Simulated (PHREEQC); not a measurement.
Consider water at 17 °C with 0.71 mol/kgw KCl, 0.43 mol/kgw MgSO4 and 1 mol/kgw LiCl. Closed to the air; pH follows from the charge balance.

Equilibrium calculation in PHREEQC: Pitzer model, pitzer.dat.

```yaml
ionic_strength: 3.43 mol/kgw
activity_of_water: 0.926
density: 1.099 g/cm³
osmotic_coefficient: 1.002
```

| species | molality | activity | log γ |
|---|---|---|---|
| Cl- | 1.71 | 0.961 | -0.251 |
| Li+ | 1.00 | 1.29 | 0.109 |
| K+ | 0.710 | 0.497 | -0.155 |
| Mg+2 | 0.430 | 0.162 | -0.424 |
| SO4-2 | 0.430 | 0.00906 | -1.676 |
| MgOH+ | 5.80e-7 | 4.49e-7 | -0.112 |
| HSO4- | 4.72e-7 | 1.75e-7 | -0.430 |
| H+ | 1.93e-7 | 2.53e-7 | 0.118 |
| OH- | 8.46e-8 | 1.96e-8 | -0.635 |

This is a speciation only: nothing precipitates in the calculation.
